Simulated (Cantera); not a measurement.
An isothermal, constant-pressure homogeneous reactor starts with NO : N₂ = 1 : 6.6 (molar parts), at 2025 K and 0.0100 bar. Integrator tolerance rtol = 1e-08.

Cantera simulation using GRI-Mech 3.0 (53 species, 325 reactions); the numbers are that mechanism's predictions, not measurements. Radical loss at walls, strong at low pressure, is not modelled.

Problem. What does this change do: pressure from 0.0100 bar to 1.60 bar?

Solution. 
| quantity | before | after |
|---|---|---|
| x(NO) at 2.00 s | 0.128 (gas-phase equilibrium 0.00487) | 0.0248 (gas-phase equilibrium 0.00491) |
| x(O) at 2.00 s | 0.000517 (gas-phase equilibrium 0.00203) | 0.000149 (gas-phase equilibrium 0.000162) |
| x(NO₂) at 2.00 s | 2.20e-6 (gas-phase equilibrium 4.38e-7) | 2.62e-5 (gas-phase equilibrium 5.63e-6) |
| x(O₂) at 2.00 s | 0.00160 (gas-phase equilibrium 0.0623) | 0.0533 (gas-phase equilibrium 0.0632) |
| x(N₂) at 2.00 s | 0.870 (gas-phase equilibrium 0.931) | 0.922 (gas-phase equilibrium 0.932) |
| x(N₂O) at 2.00 s | 6.52e-6 (gas-phase equilibrium 2.97e-8) | 6.32e-7 (gas-phase equilibrium 3.79e-7) |
